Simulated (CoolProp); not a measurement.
Properties of methanol along the isobar 30.1 MPa (Tc = 240.2 °C, pc = 8.216 MPa, ω = 0.565).

Model: reference Helmholtz-energy equation of state, de Reuck 1993, in CoolProp.

| T (°C) | phase | cp (kJ/(kg K)) | Joule-Thomson coefficient (K/MPa) | Prandtl number |
|---|---|---|---|---|
| 25.65 | liquid | 2.510 | -0.3431 | 7.42 |
| 46.35 | liquid | 2.634 | -0.3203 | 6.00 |
| 67.15 | liquid | 2.777 | -0.2934 | 5.05 |
| 87.85 | liquid | 2.936 | ? | 4.40 |
| 108.55 | liquid | 3.109 | -0.2290 | ? |
| 129.25 | liquid | 3.295 | -0.1907 | 3.55 |
| 150.05 | liquid | 3.496 | -0.1468 | 3.26 |
| 170.75 | liquid | 3.711 | -0.09580 | 3.02 |
| 191.45 | liquid | 3.943 | -0.03434 | ? |
| 212.25 | liquid | 4.198 | 0.04294 | 2.62 |
| 232.95 | liquid | 4.479 | 0.1428 | 2.44 |
| 253.65 | supercritical | 4.796 | 0.2766 | 2.28 |
| 274.35 | supercritical | 5.152 | ? | 2.14 |
| 295.15 | supercritical | 5.504 | 0.7091 | 2.01 |
| 315.85 | supercritical | ? | 0.9977 | 1.87 |
| 336.55 | supercritical | ? | ? | 1.74 |

Question: Complete the blanks.

Answer: 
- 87.85, Joule-Thomson coefficient (K/MPa): -0.2631
- 108.55, Prandtl number: 3.92
- 191.45, Prandtl number: 2.81
- 274.35, Joule-Thomson coefficient (K/MPa): 0.4613
- 315.85, cp (kJ/(kg K)): 5.724
- 336.55, cp (kJ/(kg K)): 5.770
- 336.55, Joule-Thomson coefficient (K/MPa): 1.325

Viscosity comes from a separate model (Xiang 2006). Thermal conductivity comes from a separate model (Sykioti 2013).
